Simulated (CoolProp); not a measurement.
A simple Rankine cycle with cyclopentane: condensing at 294.15 K, boiler at 4.04 MPa, turbine inlet 517.8 K, turbine efficiency 0.6, pump efficiency 0.6, no recuperator. Each further row changes one setting.

Model: reference Helmholtz-energy equation of state, Gedanitz 2015, in CoolProp.

```csv
case,thermal efficiency (%),net work (kJ/kg),heat in (kJ/kg),turbine exit temperature (K),volume ratio over the turbine
as stated,17.1,119,693,407.6,149
turbine inlet 537.8 K,17.2,130,755,435.7,134
condensing temperature 286.15 K,17.9,127,708,402.7,206
boiler pressure 2.83 MPa,16.6,122,735,429.2,86.2
turbine efficiency 0.5,14.0,97.3,693,419.7,153
```
